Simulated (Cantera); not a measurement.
A Cantera script and what it prints.

```python
import numpy as np
import cantera as ct

gas_names = """
    B BH BH2 BH3 BN BO BO2 B2 B2O B2O2 B2O3 B3O3H3 H HBO HBO2 HNO HNO2 HNO3 HO2 H2 H2O H2O2 H3B3O6 N NH
    NH2 NH3 NH2OH NO NO2 NO3 N2 N2H2 N2H4 N2O O OH O2 O3
""".split()
cond_names = """
    B(b) B(L) BN(s) B2O3(L) B3O3H3(cr) H2O(s) H2O(L)
""".split()


# ... load() reads the species with a 1 bar reference pressure and builds the phases ...
atoms = {
    'borazine': {'B': 3, 'N': 3, 'H': 6},
    'O2': {'O': 2},
    'H2': {'H': 2},
}
top_T = {'BN(s)': 3200}  # K; cautious upper limits of use, not melting points


# ... equilibrate(T, P, feed) seeds the gas with the atoms and calls Mixture.equilibrate('TP', solver="vcs", rtol=1e-11, max_steps=5000) ...
results = []
feed = {'borazine': 1, 'O2': 0.35, 'H2': 0.18}  # mol
P = 100000  # Pa
for T in [948, 1048, 1148, 1248, 1348, 1448, 1548, 1648, 1748, 1848, 1948, 2048, 2148, 2248]:
    mix = equilibrate(T, P, feed)
    results.append((T, P, feed, dict(zip(mix.species_names, mix.species_moles))))
    x = sorted(zip(gas.X, gas.species_names), reverse=True)
    print(f"T = {T:g} K  P = {P:g} Pa  gas = {mix.phase_moles(0):.4g} mol")
    print("   x: " + "  ".join(f"{s} {v:.3e}" for v, s in x if v > 0.0001))
    print("   condensed (mol): " + ("  ".join(f"{mix.phase(i).name} {mix.phase_moles(i):.4g}"
          for i in range(1, mix.n_phases) if mix.phase_moles(i) > 1e-12) or "none"))
```

It prints:

```
T = 948 K  P = 100000 Pa  gas = 3.408 mol
   x: H2 9.290e-01  N2 6.711e-02  H2O 3.726e-03  NH3 1.941e-04
   condensed (mol): BN(s) 2.542  B2O3(L) 0.229
T = 1048 K  P = 100000 Pa  gas = 3.409 mol
   x: H2 9.291e-01  N2 6.720e-02  H2O 3.596e-03
   condensed (mol): BN(s) 2.542  B2O3(L) 0.2292
T = 1148 K  P = 100000 Pa  gas = 3.409 mol
   x: H2 9.292e-01  N2 6.726e-02  H2O 3.448e-03
   condensed (mol): BN(s) 2.541  B2O3(L) 0.2293
T = 1248 K  P = 100000 Pa  gas = 3.41 mol
   x: H2 9.293e-01  N2 6.730e-02  H2O 3.297e-03
   condensed (mol): BN(s) 2.541  B2O3(L) 0.2294
T = 1348 K  P = 100000 Pa  gas = 3.41 mol
   x: H2 9.292e-01  N2 6.732e-02  H2O 3.149e-03  HBO2 3.009e-04
   condensed (mol): BN(s) 2.541  B2O3(L) 0.229
T = 1448 K  P = 100000 Pa  gas = 3.411 mol
   x: H2 9.288e-01  N2 6.727e-02  H2O 3.009e-03  HBO2 8.245e-04
   condensed (mol): BN(s) 2.541  B2O3(L) 0.2279
T = 1548 K  P = 100000 Pa  gas = 3.414 mol
   x: H2 9.275e-01  N2 6.714e-02  H2O 2.875e-03  HBO2 1.961e-03  HBO 4.609e-04
   condensed (mol): BN(s) 2.542  B2O3(L) 0.2249
T = 1648 K  P = 100000 Pa  gas = 3.42 mol
   x: H2 9.240e-01  N2 6.691e-02  HBO2 4.155e-03  H2O 2.744e-03  HBO 1.761e-03  B2O3 3.364e-04
   condensed (mol): BN(s) 2.542  B2O3(L) 0.2175
T = 1748 K  P = 100000 Pa  gas = 3.439 mol
   x: H2 9.150e-01  N2 6.666e-02  HBO2 7.992e-03  HBO 5.719e-03  H2O 2.608e-03  B2O3 1.626e-03  H 2.186e-04  B2O2 1.501e-04
   condensed (mol): BN(s) 2.541  B2O3(L) 0.1994
T = 1848 K  P = 100000 Pa  gas = 3.494 mol
   x: H2 8.923e-01  N2 6.670e-02  HBO 1.613e-02  HBO2 1.412e-02  B2O3 6.559e-03  H2O 2.451e-03  B2O2 1.017e-03  H 5.008e-04  BO 1.531e-04
   condensed (mol): BN(s) 2.534  B2O3(L) 0.1531
T = 1948 K  P = 100000 Pa  gas = 3.651 mol
   x: H2 8.367e-01  N2 6.802e-02  HBO 3.978e-02  HBO2 2.299e-02  B2O3 2.274e-02  B2O2 5.578e-03  H2O 2.232e-03  H 1.034e-03  BO 7.499e-04  B3O3H3 1.307e-04
   condensed (mol): BN(s) 2.503  B2O3(L) 0.02828
T = 2048 K  P = 100000 Pa  gas = 3.737 mol
   x: H2 8.094e-01  N2 7.361e-02  HBO 6.101e-02  B2O3 2.183e-02  HBO2 1.683e-02  B2O2 1.168e-02  BO 2.107e-03  H 2.015e-03  H2O 1.459e-03
   condensed (mol): BN(s) 2.45
T = 2148 K  P = 100000 Pa  gas = 3.8 mol
   x: H2 7.893e-01  HBO 7.953e-02  N2 7.949e-02  B2O2 1.776e-02  B2O3 1.452e-02  HBO2 9.937e-03  BO 4.736e-03  H 3.703e-03  H2O 8.837e-04
   condensed (mol): BN(s) 2.396
T = 2248 K  P = 100000 Pa  gas = 3.858 mol
   x: H2 7.709e-01  HBO 9.340e-02  N2 8.408e-02  B2O2 2.217e-02  BO 9.132e-03  B2O3 7.841e-03  H 6.450e-03  HBO2 5.210e-03  H2O 5.136e-04  BH2 2.472e-04
   condensed (mol): BN(s) 2.351
```

Method: chemical equilibrium by Gibbs-energy minimisation in Cantera with the NASA 1993 tables (ideal gas, pure condensed phases). The feed counts by its element totals alone. Mutual solubility and eutectic melting of coexisting phases are not modelled. The tables' values for BH2 are old estimates; treat these amounts as uncertain. Gases not in the tables: H3BO3.
